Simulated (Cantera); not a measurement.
Charge: 1 mol Si3N4, 5.6 mol H2O, 7.8 mol H2, equilibrated at 3.80 Pa.

These are equilibrium values from Cantera (NASA tables, ideal gas, pure condensed phases), not measurements of a reactor. Candidate condensed phases: H2O, Si, SiO2, Si2N2O, Si3N4; 35 gas species. Mutual solubility and eutectic melting of coexisting phases are not modelled. The tables hold silica as quartz up to 1696 K and as liquid above; real silica turns to tridymite and cristobalite and melts near 1996 K. The numbers say what is thermodynamically allowed, not how fast it happens.

### Question
Which condensed phases are stable at each of these points (T (K)): 823, 873, 923, 973, 1023, 1073, 1123, 1173, 1223, 1273, 1323, 1373, 1423, 1473?

### Answer
```json
[
 {"T (K)": "823", "condensed phases": "SiO2(α-quartz) + Si2N2O(s)", "Si condensed (%)": "100.0"},
 {"T (K)": "873", "condensed phases": "SiO2(β-quartz) + Si2N2O(s)", "Si condensed (%)": "100.0"},
 {"T (K)": "923", "condensed phases": "SiO2(β-quartz) + Si2N2O(s)", "Si condensed (%)": "100.0"},
 {"T (K)": "973", "condensed phases": "SiO2(β-quartz) + Si2N2O(s)", "Si condensed (%)": "100.0"},
 {"T (K)": "1023", "condensed phases": "SiO2(β-quartz) + Si2N2O(s)", "Si condensed (%)": "100.0"},
 {"T (K)": "1073", "condensed phases": "SiO2(β-quartz) + Si2N2O(s)", "Si condensed (%)": "100.0"},
 {"T (K)": "1123", "condensed phases": "SiO2(β-quartz) + Si2N2O(s)", "Si condensed (%)": "100.0"},
 {"T (K)": "1173", "condensed phases": "SiO2(β-quartz) + Si2N2O(s)", "Si condensed (%)": "100.0"},
 {"T (K)": "1223", "condensed phases": "SiO2(β-quartz) + Si2N2O(s)", "Si condensed (%)": "99.8"},
 {"T (K)": "1273", "condensed phases": "SiO2(β-quartz) + Si2N2O(s)", "Si condensed (%)": "98.7"},
 {"T (K)": "1323", "condensed phases": "SiO2(β-quartz) + Si2N2O(s)", "Si condensed (%)": "91.8"},
 {"T (K)": "1373", "condensed phases": "SiO2(β-quartz)", "Si condensed (%)": "86.7"},
 {"T (K)": "1423", "condensed phases": "SiO2(β-quartz)", "Si condensed (%)": "86.6"},
 {"T (K)": "1473", "condensed phases": "SiO2(β-quartz)", "Si condensed (%)": "86.3"}
]
```

At 823 K the condensed part is SiO2(α-quartz) + Si2N2O(s). From 873 K to 1323 K the condensed part is SiO2(β-quartz) + Si2N2O(s). From 1373 K to 1473 K the condensed part is SiO2(β-quartz).
